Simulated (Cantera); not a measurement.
A perfectly stirred reactor is fed with C₂H₆ : N₂ = 1 : 4 (molar parts), at 0.00109 atm; it is held at 1525 K, and followed from long to short residence time.

Computed with Cantera and GRI-Mech 3.0 (53 species, 325 reactions). GRI-Mech 3.0 stops at C3 and has no aromatics, soot or wall deposition, so with more carbon than oxygen in the feed, carbon stays in small species such as C2H2 where larger ones or solid carbon would form. Radical loss at walls, strong at low pressure, is not modelled.

x: mole fraction; the columns are a selection and need not sum to one.

```
τ (s)      x C₂H₆       x H     x H₂    x CH₄    x CH₃
-------  --------  --------  -------  -------  -------
7.5      0.000318       [?]    0.240   0.0347  0.00170
1.4       0.00157  0.000630    0.204   0.0574  0.00373
0.28      0.00717  0.000677    0.158   0.0761  0.00775
0.053      0.0328  0.000653    0.102   0.0686   0.0157
0.010       0.114       [?]   0.0422   0.0240   0.0204
0.0020      0.186       [?]  0.00445  0.00202  0.00861
0.00038     0.199       [?]  5.46e-5  9.02e-5  0.00203
```

**Question.** What belongs in the gaps?

**Answer.** 
- 7.5, x H: 0.000576
- 0.010, x H: 0.000425
- 0.0020, x H: 0.000129
- 0.00038, x H: 7.78e-6
